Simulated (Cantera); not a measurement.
An adiabatic, constant-volume homogeneous reactor starts with CO : H2 : CH4 : O2 : N2 = 1 : 1 : 0.11 : 1.79 : 12.9 (molar parts), equivalence ratio 0.68, at 1200 K and 3.70 bar.

Cantera simulation using GRI-Mech 3.0 (53 species, 325 reactions); the numbers are that mechanism's predictions, not measurements.

### Question
Predict: time of steepest temperature rise; temperature at 2.00 s; equilibrium temperature; x(CO) at 2.00 s; x(H2) at 2.00 s; x(H2O) at 2.00 s.

### Answer
```
Item                                                                  Result
---------------------------------  -----------------------------------------
time of steepest temperature rise                                    50.3 µs
temperature at 2.00 s                                                 2404 K
equilibrium temperature                                               2404 K
x(CO) at 2.00 s                      0.00306 (gas-phase equilibrium 0.00306)
x(H2) at 2.00 s                    0.000576 (gas-phase equilibrium 0.000576)
x(H2O) at 2.00 s                       0.0745 (gas-phase equilibrium 0.0745)
```
